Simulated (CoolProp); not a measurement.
Octamethyltrisiloxane (MDM) at several states: density (kg/m³) from the reference equation and from simpler models built on Tc = 292.2 °C, pc = 1.438 MPa, ω = 0.528; each cubic takes its own stable root.

Computed with CoolProp (reference Helmholtz-energy equation of state, Thol 2017).

```tsv
T (°C)	p (MPa)	phase	reference	van der Waals	Redlich-Kwong	Peng-Robinson
128.55	0.567	liquid	[?]	[?]	596.3	729.4
150.15	0.0104	gas	0.7040	0.7019	0.7029	0.7039
14.45	2.87	liquid	[?]	[?]	[?]	830.6
-22.45	0.891	liquid	863.1	492.0	729.6	[?]
250.45	0.0481	gas	2.654	2.645	2.651	2.658
```

### Question
Some entries are withheld; supply them.

### Answer

- 128.55, reference: 706.0
- 128.55, van der Waals: 412.6
- 14.45, reference: 829.5
- 14.45, van der Waals: 484.4
- 14.45, Redlich-Kwong: 709.3
- -22.45, Peng-Robinson: 849.3
